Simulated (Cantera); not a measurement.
An isothermal, constant-pressure homogeneous reactor starts with 6.45 % H2, 93.5 % O2, at 950 K and 20.0 Torr.

Computed with Cantera and the H2/O2 subset of GRI-Mech 3.0, which has no nitrogen chemistry. Radical loss at walls, strong at low pressure, is not modelled. The temperature is held fixed by assumption; the heat of reaction is taken as removed at once.

x: mole fraction; the columns are a selection and need not sum to one.

| t (s) | x H2 | x O2 | x H2O | x OH | x H |
|---|---|---|---|---|---|
| 0.000200 | 0.0645 | 0.935 | 3.74e-11 | 2.01e-11 | 5.13e-11 |
| 0.000422 | 0.0645 | 0.935 | 2.93e-10 | 8.83e-11 | 1.92e-10 |
| 0.000892 | 0.0645 | 0.935 | 4.84e-9 | 1.08e-9 | 2.23e-9 |
| 0.00188 | 0.0645 | 0.935 | 7.98e-7 | 1.69e-7 | 3.49e-7 |
| 0.00397 | 0.0465 | 0.926 | 0.0139 | 0.00187 | 0.00650 |
| 0.00839 | 0.00168 | 0.927 | 0.0629 | 0.00114 | 0.00230 |
| 0.0177 | 0.000297 | 0.932 | 0.0661 | 0.000304 | 0.000113 |
| 0.0374 | 7.49e-5 | 0.933 | 0.0665 | 0.000123 | 9.97e-6 |
| 0.0790 | ___ | 0.933 | 0.0666 | ___ | ___ |
| 0.167 | 5.57e-6 | 0.933 | 0.0667 | 3.10e-5 | 1.58e-7 |
| 0.352 | ___ | 0.933 | 0.0667 | ___ | ___ |
| 0.744 | 2.67e-7 | 0.933 | 0.0667 | 9.64e-6 | 4.42e-9 |
| 1.57 | 4.83e-8 | 0.933 | 0.0667 | 5.72e-6 | 9.12e-10 |
| 3.32 | 1.02e-8 | 0.933 | 0.0667 | 3.54e-6 | 2.16e-10 |
| 7.00 | 3.21e-9 | 0.933 | 0.0667 | 2.26e-6 | 5.69e-11 |

Question: Complete the blanks.

Answer: 
- 0.0790, x H2: 2.08e-5
- 0.0790, x OH: 5.95e-5
- 0.0790, x H: 1.16e-6
- 0.352, x H2: 1.32e-6
- 0.352, x OH: 1.69e-5
- 0.352, x H: 2.47e-8
